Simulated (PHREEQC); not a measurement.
A column of 1 m (40 cells, dispersivity 0.05 m, 720 s a shift, diffusion coefficient 3e-10 m²/s) holds 0.023 eq of the database's cation exchanger X per kg of pore water, first in equilibrium with 0.0084 mol MnCl2 and 1e-05 mol HCl per kg of water. It is flushed with 0.00072 mol/kgw LiCl, 0.0075 mol/kgw NH4Cl and 1e-05 mol/kgw HCl, at 40 °C. Values are for the last cell. CO2 from the air is kept out. Nothing may precipitate in this run.

Base run: PHREEQC, ion-association model, phreeqc.dat. Each further column changes one thing. The table gives NH4 in solution (mol/kgw).

```json
[
 {"pore volumes": "0", "base": "0", "exchange capacity from 0.023 to 0.011 eq/kgw": "0", "dispersivity from 0.05 to 0.1 m": "0"},
 {"pore volumes": "0.7625", "base": "8.67e-5", "exchange capacity from 0.023 to 0.011 eq/kgw": "0.000409", "dispersivity from 0.05 to 0.1 m": "0.000374"},
 {"pore volumes": "1.262", "base": "0.00108", "exchange capacity from 0.023 to 0.011 eq/kgw": "0.00258", "dispersivity from 0.05 to 0.1 m": "0.00173"},
 {"pore volumes": "2.013", "base": "0.00321", "exchange capacity from 0.023 to 0.011 eq/kgw": "0.00491", "dispersivity from 0.05 to 0.1 m": "0.00356"},
 {"pore volumes": "2.763", "base": "0.00465", "exchange capacity from 0.023 to 0.011 eq/kgw": "0.00596", "dispersivity from 0.05 to 0.1 m": "0.00474"},
 {"pore volumes": "3.263", "base": "0.00523", "exchange capacity from 0.023 to 0.011 eq/kgw": "0.00632", "dispersivity from 0.05 to 0.1 m": "0.00525"},
 {"pore volumes": "4.013", "base": "0.00579", "exchange capacity from 0.023 to 0.011 eq/kgw": "0.00665", "dispersivity from 0.05 to 0.1 m": "0.00577"},
 {"pore volumes": "4.763", "base": "0.00614", "exchange capacity from 0.023 to 0.011 eq/kgw": "0.00684", "dispersivity from 0.05 to 0.1 m": "0.00611"},
 {"pore volumes": "5.263", "base": "0.00631", "exchange capacity from 0.023 to 0.011 eq/kgw": "0.00693", "dispersivity from 0.05 to 0.1 m": "0.00628"},
 {"pore volumes": "6.013", "base": "0.00650", "exchange capacity from 0.023 to 0.011 eq/kgw": "0.00704", "dispersivity from 0.05 to 0.1 m": "0.00647"},
 {"pore volumes": "6.763", "base": "0.00664", "exchange capacity from 0.023 to 0.011 eq/kgw": "0.00711", "dispersivity from 0.05 to 0.1 m": "0.00661"},
 {"pore volumes": "7.263", "base": "0.00671", "exchange capacity from 0.023 to 0.011 eq/kgw": "0.00715", "dispersivity from 0.05 to 0.1 m": "0.00669"},
 {"pore volumes": "8.012", "base": "0.00681", "exchange capacity from 0.023 to 0.011 eq/kgw": "0.00720", "dispersivity from 0.05 to 0.1 m": "0.00679"}
]
```

At this temperature some constants are extrapolated from 25 °C, and those without enthalpy data are left unchanged.
